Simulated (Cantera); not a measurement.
## Carbon deposition, reforming and gasification: C2H6 + CO2 + NH3

Charge: 1 mol C2H6, 0.25 mol CO2, 0.35 mol NH3, equilibrated at 0.960 bar.

Method: chemical equilibrium by Gibbs-energy minimisation in Cantera with the NASA 1993 tables (ideal gas, pure condensed phases). Candidate condensed phases: C, C6H6, C7H8, C8H18, H2O; 136 gas species. The numbers say what is thermodynamically allowed, not how fast it happens.

```csv
T (K),x H2,x CO,x N2,x HCN,x H,n C(graphite)
1825,0.837,0.119,0.0410,0.00128,0.000411,1.74
1875,0.837,0.119,0.0408,0.00161,0.000612,1.74
1925,0.837,0.119,0.0406,0.00200,0.000892,1.74
1975,0.836,0.119,0.0404,0.00245,0.00128,1.73
2025,0.835,0.119,0.0401,0.00297,0.00179,1.73
2075,0.834,0.119,0.0397,0.00357,0.00248,1.72
2125,0.832,0.119,0.0393,0.00424,0.00338,1.72
2175,0.830,0.119,0.0389,0.00499,0.00454,1.71
```
x: gas mole fraction; n: condensed amount in mol.

From 1825 K to 2175 K the condensed part is C(graphite). The main C-bearing gas is CO throughout. The share of C in condensed phases is highest at 1825 K (77.4 %) and lowest at 2175 K (76.0 %).
